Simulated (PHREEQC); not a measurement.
A solution holds 81 mmol/kgw KH2PO4, 0.033 mmol/kgw NaOH and 0.054 mmol/kgw H3AsO4, at 15 °C. Closed to the air; pH follows from the charge balance.

All values are PHREEQC results (ion-association model, wateq4f.dat), not measurements.

| quantity | before | after |
|---|---|---|
| pH | 4.47 | 2.89 |
| ionic strength (mol/kgw) | 0.0813 | 0.0826 |
| H3AsO4 (mol/kgw) | 2.53e-7 | 8.35e-6 |
| HAsO4-2 (mol/kgw) | 2.10e-7 | 4.63e-9 |

### Question
Which change was made?
A) KH2PO4 from 0.081 to 0.0729 mol/kgw
B) NaOH from 3.3e-05 to 1.65e-05 mol/kgw
C) KH2PO4 replaced by KF at the same molality
D) H3AsO4 from 5.4e-05 to 8.1e-05 mol/kgw
E) 0.026 mol/kgw HF added

### Answer
E, 0.026 mol/kgw HF added

Precipitation was switched off in this run. wateq4f.dat counts part of the HF as a dimer, H2F2, which phreeqc.dat doesn't know; its constant is uncertain. H3PO4, which wateq4f.dat lacks, is added to it with the constant of phreeqc.dat.
